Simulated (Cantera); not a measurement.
Input: 1 mol borazine, a varied amount of O2, 88 mol N2, 0.085 mol H2O, at 1075 °C and 100000 Pa.

Method: chemical equilibrium by Gibbs-energy minimisation in Cantera with the NASA 1993 tables (ideal gas, pure condensed phases). Candidate condensed phases: B, BN, B2O3, B3O3H3, H2O; 39 gas species. The feed counts by its element totals alone. Mutual solubility and eutectic melting of coexisting phases are not modelled. Gases not in the tables: H3BO3. The numbers say what is thermodynamically allowed, not how fast it happens.

Task: Which condensed phases are stable at each of these points (n(O2) (mol)): 0.64, 0.79, 0.97, 1.2, 1.5, 1.8, 2.2, 2.7, 3.3?

Result: 
```json
[
 {"n(O2) (mol)": "0.64", "condensed phases": "BN(s) + B2O3(l)", "B condensed (%)": "99.7"},
 {"n(O2) (mol)": "0.79", "condensed phases": "BN(s) + B2O3(l)", "B condensed (%)": "99.7"},
 {"n(O2) (mol)": "0.97", "condensed phases": "BN(s) + B2O3(l)", "B condensed (%)": "99.7"},
 {"n(O2) (mol)": "1.2", "condensed phases": "BN(s) + B2O3(l)", "B condensed (%)": "99.7"},
 {"n(O2) (mol)": "1.5", "condensed phases": "BN(s) + B2O3(l)", "B condensed (%)": "99.7"},
 {"n(O2) (mol)": "1.8", "condensed phases": "BN(s) + B2O3(l)", "B condensed (%)": "99.7"},
 {"n(O2) (mol)": "2.2", "condensed phases": "BN(s) + B2O3(l)", "B condensed (%)": "99.7"},
 {"n(O2) (mol)": "2.7", "condensed phases": "B2O3(l)", "B condensed (%)": "98.2"},
 {"n(O2) (mol)": "3.3", "condensed phases": "B2O3(l)", "B condensed (%)": "97.2"}
]
```

From 0.64 mol O2 to 2.2 mol O2 the condensed part is BN(s) + B2O3(l). From 2.7 mol O2 to 3.3 mol O2 the condensed part is B2O3(l).
